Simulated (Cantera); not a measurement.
A closed system holds: 1 mol CuO, 0.65 mol CO, 2.6 mol N2, held at 1198 K and 300 Pa.

Cantera equilibrium calculation (NASA polynomials, part measured and part estimated; ideal gas, pure solids and liquids). Candidate condensed phases: C, Cu, CuO, Cu2O; 27 gas species. Mutual solubility and eutectic melting of coexisting phases are not modelled. Equilibrium is a limit: real reactors are often held back by kinetics, nucleation or transport.

Question: What is the equilibrium state?

Answer: 
- x(N2) = 0.800
- x(CO2) = 0.200
- x(O2) = 2.68e-5
- x(CO) = 1.17e-5
- x(Cu) = 3.87e-6
- x(NO) = 2.19e-6
- n(Cu(s)) = 0.300 mol
- n(Cu2O(s)) = 0.350 mol
- gas amount = 3.250 mol
- log10 activity of C(graphite) (absent) = -13.40
